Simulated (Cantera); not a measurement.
An isothermal, constant-pressure homogeneous reactor starts with 1.96 % H₂, 98.0 % O₂, equivalence ratio 0.010, at 1000 K and 0.00503 atm.

Computed with Cantera and the H2/O2 subset of GRI-Mech 3.0, which has no nitrogen chemistry. Radical loss at walls, strong at low pressure, is not modelled.

One state of this run: x H₂ = 3.99e-5; x O₂ = 0.977; x HO₂ = 8.55e-7; x OH = 0.000328; x H₂O₂ = 1.33e-8; x H₂O = 0.0194. x: mole fraction; the columns are a selection and need not sum to one.

Question: Which value of t (s) does it belong to?
A) 0.00145
B) 0.00299
C) 0.000700
D) 0.484

Answer: D, 0.484
